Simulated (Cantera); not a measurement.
A perfectly stirred reactor is fed with CH₃OH : O₂ : N₂ = 1 : 1.52 : 5.7 (molar parts), equivalence ratio 0.99, at 160000 Pa; it is adiabatic with a 300 K inlet, and is followed from long to short residence time, starting on the burning branch (τ in s: 0.1, 0.048, 0.023, 0.011, 0.0053, 0.0026, 0.0012, 0.00059, 0.00028, 0.00014, 6.5e-05, 3.1e-05, 1.5e-05).

Model: GRI-Mech 3.0 (53 species, 325 reactions), integrated in Cantera. GRI-Mech 3.0 was tuned for natural gas; its chemistry of methanol as a main component is partial and can be far from experiment.

One state of this run: T (K) = 1776; x CH₃OH = 0.000354; x O₂ = 0.0337; x H₂O = 0.195; x CH₃ = 6.08e-5; x HCN = 6.77e-7; x C₂H₄ = 1.44e-7; x C₂H₂ = 1.30e-7. x: mole fraction; the columns are a selection and need not sum to one.

### Question
Which value of τ (s) does it belong to?
A) 0.0026
B) 0.00014
C) 0.011
D) 6.5e-5

### Answer
D, 6.5e-5
